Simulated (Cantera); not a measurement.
Charge: 1 mol PbO, 0.078 mol H2, 0.8 mol N2, equilibrated at 0.000560 bar.

Cantera equilibrium calculation (NASA polynomials, part measured and part estimated; ideal gas, pure solids and liquids). Candidate condensed phases: H2O, Pb, PbO, PbO2, Pb3O4; 27 gas species. Gases not in the tables: (PbO)n polymers. Rates play no part.

Q: Which condensed phases are stable at each of these points (T (K)): 1250, 1275, 1300, 1325, 1350, 1375, 1400, 1425, 1450, 1475, 1500, 1525, 1550, 1575?

A: 
```json
[
 {"T (K)": "1250", "condensed phases": "PbO(l)", "Pb condensed (%)": "39.0"},
 {"T (K)": "1275", "condensed phases": "gas only", "Pb condensed (%)": "0.0"},
 {"T (K)": "1300", "condensed phases": "gas only", "Pb condensed (%)": "0.0"},
 {"T (K)": "1325", "condensed phases": "gas only", "Pb condensed (%)": "0.0"},
 {"T (K)": "1350", "condensed phases": "gas only", "Pb condensed (%)": "0.0"},
 {"T (K)": "1375", "condensed phases": "gas only", "Pb condensed (%)": "0.0"},
 {"T (K)": "1400", "condensed phases": "gas only", "Pb condensed (%)": "0.0"},
 {"T (K)": "1425", "condensed phases": "gas only", "Pb condensed (%)": "0.0"},
 {"T (K)": "1450", "condensed phases": "gas only", "Pb condensed (%)": "0.0"},
 {"T (K)": "1475", "condensed phases": "gas only", "Pb condensed (%)": "0.0"},
 {"T (K)": "1500", "condensed phases": "gas only", "Pb condensed (%)": "0.0"},
 {"T (K)": "1525", "condensed phases": "gas only", "Pb condensed (%)": "0.0"},
 {"T (K)": "1550", "condensed phases": "gas only", "Pb condensed (%)": "0.0"},
 {"T (K)": "1575", "condensed phases": "gas only", "Pb condensed (%)": "0.0"}
]
```

At 1250 K the condensed part is PbO(l). From 1275 K to 1575 K nothing is condensed.
